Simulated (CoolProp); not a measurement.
Vapour-liquid equilibrium of propane (1) + R113 (2) at 297.3 K; x and y are mole fractions of (1).

Model: multi-fluid Helmholtz-energy mixture model, Lemmon 2009 and Marx 1992; pair parameters Bell 2016, in CoolProp.

| x | bubble pressure (MPa) | y at the bubble point | dew pressure at overall composition x (MPa) | liquid density (mol/L) |
|---|---|---|---|---|
| 0.05 | 0.09373 | 0.550 | 0.04559 | 8.475 |
| 0.2 | 0.2403 | 0.841 | 0.05392 | 8.855 |
| 0.35 | 0.3763 | 0.911 | 0.06594 | ? |
| 0.5 | 0.5020 | ? | 0.08481 | 9.681 |
| 0.65 | 0.6221 | ? | 0.1187 | 10.13 |
| 0.8 | 0.7448 | 0.980 | 0.1970 | 10.58 |
| 0.95 | 0.8808 | 0.995 | 0.5393 | 11.05 |

**Question.** Fill in the missing entries.

**Answer.** 
- 0.35, liquid density (mol/L): 9.257
- 0.5, y at the bubble point: 0.943
- 0.65, y at the bubble point: 0.963

No azeotrope shows between x = 0.05 and 0.95.

The pair parameters rest on a limited set of measurements; away from them the model extrapolates. The gap from Raoult's law changes sign with composition, which may be real or a fault of the pair parameters; it wasn't checked against measurements.
